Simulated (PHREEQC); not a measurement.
Dissolve 0.18 mol BaCl2, 0.019 mol NaF and 0.00078 mol KCl per kg of water at 25 °C. Closed to the air; pH follows from the charge balance.

The numbers come from PHREEQC with the ion-association model, wateq4f.dat.

- pH = 7.50
- ionic strength = 0.560 mol/kgw
- activity of water = 0.990

| species | molality | activity | log γ |
|---|---|---|---|
| Cl- | 0.361 | 0.229 | -0.197 |
| Ba+2 | 0.180 | 0.0372 | -0.685 |
| F- | 0.0189 | 0.0118 | -0.205 |
| Na+ | 0.0189 | 0.0134 | -0.150 |
| K+ | 0.000780 | 0.000496 | -0.197 |
| NaF | 7.99e-5 | 9.08e-5 | 0.056 |
| OH- | 5.08e-7 | 3.17e-7 | -0.205 |
| HF | 4.86e-7 | 5.53e-7 | 0.056 |
| BaOH+ | 5.92e-8 | 3.99e-8 | -0.171 |
| H+ | 4.11e-8 | 3.13e-8 | -0.119 |
| HF2- | 4.02e-8 | 2.50e-8 | -0.205 |

No solid was allowed to form. Examples of supersaturated solids here: BaF2. Others may be too. Complexes and solids missing from the database can't appear.
